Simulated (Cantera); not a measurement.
A perfectly stirred reactor is fed with NH₃ : H₂ = 1 : 11 (molar parts), at 101000 Pa; it is held at 2200 K, and followed from long to short residence time.

Cantera simulation using the gas-phase N/H chemistry of the illustrative SiF4/NH3 mechanism in the Surface Chemkin manual (1991); the numbers are that mechanism's predictions, not measurements. Walls and surfaces, which speed up NH3 decomposition in real reactors, are not modelled.

Problem. What does this change do: H2 11 to 40 parts?

Solution. 
```json
[
 {"quantity": "x(NH₃) at τ = 11.0 s", "before": "0.000412", "after": "0.000234"},
 {"quantity": "x(H₂) at τ = 11.0 s", "before": "0.956", "after": "0.982"},
 {"quantity": "x(N₂H₂) at τ = 11.0 s", "before": "3.08e-10", "after": "9.51e-11"},
 {"quantity": "x(NH₂) at τ = 11.0 s", "before": "7.33e-6", "after": "4.10e-6"},
 {"quantity": "x(H) at τ = 11.0 s", "before": "0.00549", "after": "0.00558"},
 {"quantity": "x(NH₃) at τ = 89.0 ms", "before": "0.00631", "after": "0.00280"},
 {"quantity": "x(H₂) at τ = 89.0 ms", "before": "0.954", "after": "0.982"},
 {"quantity": "x(N₂H₂) at τ = 89.0 ms", "before": "3.98e-8", "after": "1.10e-8"},
 {"quantity": "x(NH₂) at τ = 89.0 ms", "before": "9.04e-5", "after": "4.54e-5"},
 {"quantity": "x(H) at τ = 89.0 ms", "before": "0.00442", "after": "0.00515"}
]
```

Problem. What does this change do: NH3 1 to 6.8 parts?

Solution. 
```
quantity                  before     after
----------------------  --------  --------
x(NH₃) at τ = 11.0 s    0.000412  0.000723
x(H₂) at τ = 11.0 s        0.956     0.857
x(N₂H₂) at τ = 11.0 s   3.08e-10   1.10e-9
x(NH₂) at τ = 11.0 s     7.33e-6   1.35e-5
x(H) at τ = 11.0 s       0.00549   0.00516
x(NH₃) at τ = 89.0 ms    0.00631    0.0203
x(H₂) at τ = 89.0 ms       0.954     0.846
x(N₂H₂) at τ = 89.0 ms   3.98e-8   1.72e-7
x(NH₂) at τ = 89.0 ms    9.04e-5  0.000211
x(H) at τ = 89.0 ms      0.00442   0.00284
```

Problem. What does this change do: temperature 2200 to 2250 K?

Solution. 
| quantity | before | after |
|---|---|---|
| x(NH₃) at τ = 11.0 s | 0.000412 | 0.000273 |
| x(H₂) at τ = 11.0 s | 0.956 | 0.954 |
| x(N₂H₂) at τ = 11.0 s | 3.08e-10 | 2.27e-10 |
| x(NH₂) at τ = 11.0 s | 7.33e-6 | 6.49e-6 |
| x(H) at τ = 11.0 s | 0.00549 | 0.00724 |
| x(NH₃) at τ = 89.0 ms | 0.00631 | 0.00387 |
| x(H₂) at τ = 89.0 ms | 0.954 | 0.953 |
| x(N₂H₂) at τ = 89.0 ms | 3.98e-8 | 2.94e-8 |
| x(NH₂) at τ = 89.0 ms | 9.04e-5 | 7.86e-5 |
| x(H) at τ = 89.0 ms | 0.00442 | 0.00619 |
